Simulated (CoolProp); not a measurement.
Vapour pressure (bar) of methanol: the reference equation beside estimates from Tc = 513.4 K, pc = 82.16 bar, ω = 0.565. Clausius-Clapeyron is anchored at 428.1 K with a constant enthalpy of vaporisation of 26.90 kJ/mol.

The numbers come from the reference Helmholtz-energy equation of state, de Reuck 1993 in CoolProp.

| T (K) | reference | Clausius-Clapeyron | van der Waals | Redlich-Kwong | Soave-Redlich-Kwong | Peng-Robinson |
|---|---|---|---|---|---|---|
| 386.1 | 5.238 | 6.883 | 23.52 | 12.80 | 5.347 | 5.360 |
| 393.1 | 6.399 | 7.991 | 25.64 | 14.67 | 6.559 | 6.557 |
| 400.1 | 7.758 | 9.229 | 27.88 | 16.73 | 7.976 | 7.955 |
| 407.1 | 9.339 | 10.61 | 30.23 | 18.97 | 9.622 | 9.577 |
| 414.1 | 11.16 | 12.13 | 32.72 | ? | 11.52 | 11.45 |
| 421.1 | 13.26 | 13.81 | 35.32 | ? | 13.70 | 13.59 |
| 428.1 | 15.66 | 15.66 | 38.05 | 26.94 | 16.18 | 16.03 |
| 435.1 | 18.39 | 17.69 | 40.91 | 30.04 | 18.99 | 18.80 |
| 442.1 | 21.48 | 19.90 | 43.91 | 33.37 | 22.15 | 21.93 |
| 449.1 | 24.96 | 22.30 | 47.03 | 36.94 | 25.71 | 25.44 |
| 456.1 | 28.85 | 24.91 | 50.29 | 40.75 | 29.69 | 29.38 |
| 463.1 | 33.20 | 27.73 | 53.68 | 44.82 | 34.11 | 33.77 |
| 470.2 | 38.09 | 30.81 | 57.26 | 49.22 | 39.09 | 38.72 |
| 477.2 | 43.42 | 34.09 | 60.93 | 53.82 | ? | 44.14 |
| 484.2 | 49.33 | 37.60 | 64.74 | 58.70 | 50.50 | 50.12 |

Problem. Some entries are withheld; supply them.

Solution. 
- 414.1, Redlich-Kwong: 21.42
- 421.1, Redlich-Kwong: 24.07
- 477.2, Soave-Redlich-Kwong: 44.52

Absolute difference from the reference over all 15 rows, mean and median: Clausius-Clapeyron 14.5 and 13.7 %, van der Waals 147.2 and 122.5 %, Redlich-Kwong 70.2 and 63.3 %, Soave-Redlich-Kwong 2.9 and 2.9 %, Peng-Robinson 2.1 and 2.2 %.
